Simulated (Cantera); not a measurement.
A closed system holds: 1 mol Al, 0.076 mol Br2, 0.039 mol N2, equilibrated at 998.15 K and 1.00 bar.

Cantera equilibrium calculation (NASA polynomials, part measured and part estimated; ideal gas, pure solids and liquids). Candidate condensed phases: Al, AlBr3, AlN, Br2; 10 gas species. The numbers say what is thermodynamically allowed, not how fast it happens.

Base state: AlBr3 0.961, Al2Br6 0.0378, AlBr 0.00167 (mole fractions); condensed: Al(l) + AlN(s).

Question: What changes in the equilibrium state with this change: temperature from 998.15 K to 1400 K?

Answer: 
| species | before | after |
|---|---|---|
| AlBr3 | 0.961 | 0.816 |
| AlBr | 0.00167 | 0.183 |
| Al2Br6 | 0.0378 | 0.000813 |
| Al(l), mol | 0.871 | 0.864 |
| AlN(s), mol | 0.0780 | 0.0780 |
Mutual solubility and eutectic melting of coexisting phases are not modelled.

Question: What changes in the equilibrium state with this change: N2 from 0.039 to 5.8 mol?

Answer: 
```
species       before    after
-----------  -------  -------
N2             <1e-9    0.991
AlBr3          0.961  0.00942
Al2Br6        0.0378  3.63e-6
AlBr         0.00167    <1e-9
Al(l), mol     0.871        0
AlN(s), mol   0.0780    0.949
```

Question: What changes in the equilibrium state with this change: pressure from 1.00 bar to 1.40 bar?

Answer: 
```tsv
species	before	after
AlBr3	0.961	0.947
Al2Br6	0.0378	0.0514
AlBr	0.00167	0.00133
Al(l), mol	0.871	0.871
AlN(s), mol	0.0780	0.0780
```
